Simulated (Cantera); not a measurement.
An isothermal, constant-pressure homogeneous reactor starts with 0.144 % CO, 7.86 % O₂, 7.52 % H₂O, 84.5 % N₂, at 1150 K and 4.93 atm.

Computed with Cantera and GRI-Mech 3.0 (53 species, 325 reactions).

x: mole fraction; the columns are a selection and need not sum to one.

```csv
t (s),x CO,x O₂,x H₂O,x NO₂,x N₂O,x NO,x OH
2.00e-5,0.00144,0.0786,0.0752,<1e-12,<1e-12,<1e-12,2.10e-10
5.80e-5,0.00144,0.0786,0.0752,<1e-12,<1e-12,<1e-12,8.78e-10
0.000168,0.00144,0.0786,0.0752,<1e-12,<1e-12,<1e-12,[?]
0.000489,0.00144,0.0786,0.0752,<1e-12,2.25e-12,<1e-12,[?]
0.00142,0.00144,0.0786,0.0752,<1e-12,1.51e-11,<1e-12,[?]
0.00411,0.00143,0.0786,0.0752,<1e-12,3.30e-10,<1e-12,[?]
0.0119,0.00132,0.0785,0.0752,<1e-12,4.98e-9,<1e-12,[?]
0.0346,0.00104,0.0784,0.0752,2.19e-12,1.70e-8,<1e-12,[?]
0.101,0.000594,0.0782,0.0752,1.04e-11,3.74e-8,1.57e-12,[?]
0.292,0.000201,0.0780,0.0752,2.44e-11,5.56e-8,3.33e-12,[?]
0.846,2.67e-5,0.0779,0.0752,2.84e-11,5.32e-8,9.96e-12,[?]
2.46,3.99e-9,0.0779,0.0752,1.27e-12,2.73e-8,4.14e-11,6.60e-7
7.13,1.18e-11,0.0779,0.0752,1.54e-12,1.50e-8,5.24e-11,6.69e-7
20.7,1.18e-11,0.0779,0.0752,2.25e-12,1.40e-8,7.65e-11,6.69e-7
60.0,1.18e-11,0.0779,0.0752,4.29e-12,1.40e-8,1.46e-10,6.69e-7
```

Problem. What belongs in the gaps?

Solution. 
- 0.000168, x OH: 2.62e-9
- 0.000489, x OH: 6.10e-9
- 0.00142, x OH: 2.04e-8
- 0.00411, x OH: 3.09e-7
- 0.0119, x OH: 7.34e-7
- 0.0346, x OH: 6.48e-7
- 0.101, x OH: 4.88e-7
- 0.292, x OH: 3.15e-7
- 0.846, x OH: 2.29e-7
